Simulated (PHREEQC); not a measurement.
Dissolve 70.2 mmol/kgw NH4BF4 at 40 °C. It is in equilibrium with CO2 at log p = -1 (atm). Otherwise closed; pH follows from the charge balance.

Equilibrium calculation in PHREEQC: ion-association model, phreeqc.dat.

| Item | Value |
|---|---|
| pH | 2.79 |
| ionic strength | 0.0722 mol/kgw |
| total alkalinity | -211 meq/kg |

```tsv
species	molality	activity	log γ
NH4+	0.0702	0.0539	-0.115
BF4-	0.0639	0.0508	-0.100
HF	0.00828	0.00842	0.007
BF3OH-	0.00375	0.00298	-0.100
F-	0.00334	0.00261	-0.107
CO2	0.00233	0.00237	0.007
H+	0.00195	0.00163	-0.078
H3BO3	0.00151	0.00153	0.007
BF2(OH)2-	0.00104	0.000828	-0.100
HF2-	0.000116	9.22e-5	-0.100
BF(OH)3-	2.32e-6	1.84e-6	-0.100
HCO3-	9.10e-7	7.31e-7	-0.095
```

No solid was allowed to form. Constants without temperature data keep their 25 °C values here. Real BF4- forms and hydrolyses slowly; the run takes it at equilibrium.
